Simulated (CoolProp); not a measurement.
Vapour-liquid equilibrium of isohexane (1) + n-heptane (2) at 249 K; x and y are mole fractions of (1).

Values from CoolProp's multi-fluid Helmholtz-energy mixture model, Lemmon 2006 and Span 2003; pair parameters Bell 2016.

**Question.** Give the bubble pressure and the first vapour's composition at x = 0.15, 0.55, 0.95. Is there an azeotrope?

**Answer.** x = 0.15: 0.0005940 MPa, y = 0.586; x = 0.55: 0.001376 MPa, y = 0.904; x = 0.95: 0.002170 MPa, y = 0.993. No azeotrope shows between x = 0.05 and 0.95.

Pair parameters are fitted to limited data, so mixtures are less certain than the pure fluids.
